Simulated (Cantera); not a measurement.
Input: 1 mol C2H5OH, 0.024 mol CO2, equilibrated at 16.0 bar.

These are equilibrium values from Cantera (NASA tables, ideal gas, pure condensed phases), not measurements of a reactor. Candidate condensed phases: C, C6H6, C7H8, C8H18, H2O; 110 gas species. The numbers say what is thermodynamically allowed, not how fast it happens.

### Question
At 573 K, list the 5 most abundant gas species with their mole fractions, and the condensed phases.

### Answer
CH4 0.515, H2O 0.431, CO2 0.0418, H2 0.0125, CO 2.97e-5. Condensed: C(graphite).
